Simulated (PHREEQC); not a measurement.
A column of 0.5 m (40 cells, dispersivity 0.025 m, 300 s a shift, diffusion coefficient 3e-10 m²/s) holds 0.24 eq of the database's cation exchanger X per kg of pore water, first in equilibrium with 0.039 mol/kgw NaCl and 1e-05 mol/kgw HCl. It is flushed with 18 mmol/kgw LiCl, 47 mmol/kgw MgCl2, 0.79 mmol/kgw CdCl2 and 0.01 mmol/kgw HCl, at 40 °C. Values are for the last cell. CO2 from the air is kept out. No solid was allowed to form.

Computed with PHREEQC (ion-association model, phreeqc.dat).

**Question.** Predict Li in solution (mol/kgw), Na in solution (mol/kgw) at pore volumes = 0.9125, 1.363, 2.487, 2.938, 6.763.

**Answer.** 
```json
[
 {"pore volumes": "0.9125", "Li in solution (mol/kgw)": "4.07e-7", "Na in solution (mol/kgw)": "0.0721"},
 {"pore volumes": "1.363", "Li in solution (mol/kgw)": "0.000399", "Na in solution (mol/kgw)": "0.104"},
 {"pore volumes": "2.487", "Li in solution (mol/kgw)": "0.0177", "Na in solution (mol/kgw)": "0.0958"},
 {"pore volumes": "2.938", "Li in solution (mol/kgw)": "0.0295", "Na in solution (mol/kgw)": "0.0837"},
 {"pore volumes": "6.763", "Li in solution (mol/kgw)": "0.0180", "Na in solution (mol/kgw)": "3.04e-7"}
]
```

Complexes and solids missing from the database can't appear. Away from 25 °C the constants follow the database's enthalpies or fits; those with neither stay at their 25 °C values.
